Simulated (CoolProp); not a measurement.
The fluid at 603.3 K and 3.88 MPa is throttled through a valve to 1.32 MPa with no heat exchange. The same conditions are run with several fluids, on thermodynamics alone (safety and materials aside).

Computed with CoolProp (reference Helmholtz-energy equation of state of each fluid (octamethylcyclotetrasiloxane (D4): Thol 2015; n-pentane: Thol 2019; sulfur hexafluoride: Guder 2009; hexamethyldisiloxane (MM): Thol 2016; nitrogen: Span 2000)).

Question: Rank octamethylcyclotetrasiloxane (D4), n-pentane, sulfur hexafluoride, hexamethyldisiloxane (MM), nitrogen by temperature change (K), highest first.

Answer: nitrogen (+0.1), sulfur hexafluoride (-3.8), n-pentane (-11.0), octamethylcyclotetrasiloxane (D4) (-18.0), hexamethyldisiloxane (MM) (-20.5)

```csv
fluid,final density (kg/m³)
octamethylcyclotetrasiloxane (D4),224
n-pentane,20.6
sulfur hexafluoride,39.0
hexamethyldisiloxane (MM),53.4
nitrogen,7.33
```
